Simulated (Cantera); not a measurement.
Input (Python, Cantera) and output of one run.

```python
import numpy as np
import cantera as ct

gas_names = """
    H HNO HNO2 HNO3 HO2 H2 H2O H2O2 N NH NH2 NH3 NH2OH NO NO2 NO3 N2 N2H2 N2H4 N2O O OH O2 O3 Si SiH
    SiH2 SiH3 SiH4 SiN SiO SiO2 Si2 Si2N Si3
""".split()
cond_names = """
    H2O(s) H2O(L) Si(cr) Si(L) SiO2(Lqz) SiO2(hqz) SiO2(L) Si2N2O(s) Si3N4(a)
""".split()


# ... load() reads the species with a 1 bar reference pressure and builds the phases ...
atoms = {
    'Si': {'Si': 1},
    'H2O': {'H': 2, 'O': 1},
    'N2': {'N': 2},
}
top_T = {'Si2N2O(s)': 2100, 'Si3N4(a)': 2400}  # K; cautious upper limits of use, not melting points


# ... equilibrate(T, P, feed) seeds the gas with the atoms and calls Mixture.equilibrate('TP', solver="vcs", rtol=1e-11, max_steps=5000) ...
results = []
feed = {'Si': 1, 'H2O': 0.018, 'N2': 5.4}  # mol
P = 230  # Pa
for T in [1723, 1748, 1773, 1798, 1823, 1848, 1873, 1898, 1923, 1948, 1973, 1998]:
    mix = equilibrate(T, P, feed)
    results.append((T, P, feed, dict(zip(mix.species_names, mix.species_moles))))

top = {s: max(r[3][s] / sum(r[3][g] for g in gas_names) for r in results) for s in gas_names}
cols = sorted((s for s in top if top[s] > 1e-06), key=lambda s: -top[s])[:6]
seen = [c for c in cond_names if any(r[3].get(c, 0) > 1e-12 for r in results)]
print("log10 of partial pressures in bar; condensed amounts in mol")
print(f"{'T/K':>10s}" + "".join(f"{s[:9]:>10s}" for s in cols + seen))
for T, P, feed, n in results:
    ng = sum(n[g] for g in gas_names)
    print(f"{T:10.4g}" + "".join(f"{np.log10(max(n[s] / ng * P / 1e5, 1e-99)):10.3f}" for s in cols)
          + "".join(f"{n.get(c, 0):10.4g}" for c in seen))
```

Output:

```
log10 of partial pressures in bar; condensed amounts in mol
       T/K        N2        Si       SiO        H2         H      Si2N     Si(L)
      1723    -2.641    -6.007    -5.119    -5.133    -6.306    -7.334    0.9794
      1748    -2.642    -5.837    -5.119    -5.137    -6.210    -7.211    0.9781
      1773    -2.642    -5.672    -5.119    -5.141    -6.117    -7.092    0.9764
      1798    -2.642    -5.511    -5.119    -5.147    -6.027    -6.976    0.9739
      1823    -2.642    -5.355    -5.119    -5.154    -5.940    -6.863    0.9705
      1848    -2.643    -5.203    -5.120    -5.162    -5.857    -6.754    0.9657
      1873    -2.643    -5.055    -5.120    -5.172    -5.776    -6.647    0.9592
      1898    -2.644    -4.911    -5.121    -5.183    -5.699    -6.544    0.9503
      1923    -2.645    -4.770    -5.122    -5.197    -5.625    -6.444    0.9383
      1948    -2.646    -4.634    -5.123    -5.214    -5.554    -6.346    0.9221
      1973    -2.648    -4.501    -5.125    -5.233    -5.487    -6.252    0.9005
      1998    -2.650    -4.371    -5.127    -5.256    -5.423    -6.160    0.8719
```

These are equilibrium values from Cantera (NASA tables, ideal gas, pure condensed phases), not measurements of a reactor. The tables' values for SiN are old estimates; treat these amounts as uncertain.
